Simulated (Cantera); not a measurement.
A freely propagating, adiabatic, planar premixed flame of CH3OH : O2 : N2 : H2O = 1 : 1 : 3.76 : 1.7 (molar parts), equivalence ratio 1.5, unburnt at 600 K and 150000 Pa; mixture-averaged transport, grid criteria slope 0.08 and curve 0.16, no radiation.

Cantera simulation using GRI-Mech 3.0 (53 species, 325 reactions); the numbers are that mechanism's predictions, not measurements. GRI-Mech 3.0 was tuned for natural gas; its chemistry of methanol as a main component is partial and can be far from experiment. Burning velocities carry a grid error of a few per cent, more on coarse grids.

Question: How do the results move with these cheaper or finer settings: unity-Lewis-number transport; multicomponent transport; multicomponent+Soret transport; grid criteria slope 0.5, curve 1; grid criteria slope 0.25, curve 0.5; grid criteria slope 0.03, curve 0.06?

Answer: 
```csv
setting,laminar burning velocity,thermal thickness,peak x(CH2O),peak x(HCN),grid points
as above,76.1 cm/s,0.265 mm,0.00983,2.29e-7,145
unity-Lewis-number transport,46.9 cm/s,0.395 mm,0.00568,3.98e-7,142
multicomponent transport,76.8 cm/s,0.270 mm,0.00993,2.29e-7,146
multicomponent+Soret transport,75.8 cm/s,0.270 mm,0.00993,2.27e-7,146
"grid criteria slope 0.5, curve 1",87.7 cm/s,0.287 mm,0.00984,2.58e-7,36
"grid criteria slope 0.25, curve 0.5",83.5 cm/s,0.271 mm,0.00993,2.37e-7,63
"grid criteria slope 0.03, curve 0.06",73.8 cm/s,0.265 mm,0.00980,2.26e-7,341
```
The base run took very roughly 25 core-seconds.
Unity Lewis numbers drop preferential diffusion, which matters most where H2 and H carry the flame; Soret adds thermal diffusion.
